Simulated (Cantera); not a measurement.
## Equilibrium for tantalum, niobium, vanadium and zirconium in process gases: V + N2O + H2

Feed: 1 mol V, 0.9 mol N2O, 300 mol H2, held at 1173 K and 10000 Pa.

Method: chemical equilibrium by Gibbs-energy minimisation in Cantera with the NASA 1993 tables (ideal gas, pure condensed phases). Candidate condensed phases: H2O, V, VN, VO, V2O3, V2O4, V2O5; 28 gas species. Mutual solubility and eutectic melting of coexisting phases are not modelled. VN: taken at fixed stoichiometry. Condensed phases not in the tables: the oxides between V2O3 and V2O5 other than VO2, V2N. Equilibrium is a limit: real reactors are often held back by kinetics, nucleation or transport.

| Property | Result |
|---|---|
| x(H2) | 0.997 |
| x(N2) | 0.00215 |
| x(H2O) | 0.000548 |
| x(NH3) | 1.00e-6 |
| n(VN(s)) | 0.510 mol |
| n(V2O3(s)) | 0.245 mol |
| gas amount | 300.6 mol |
| log10 activity of V(s) (absent) | -3.38 |
| log10 activity of V2O5(l) (absent) | -16.18 |
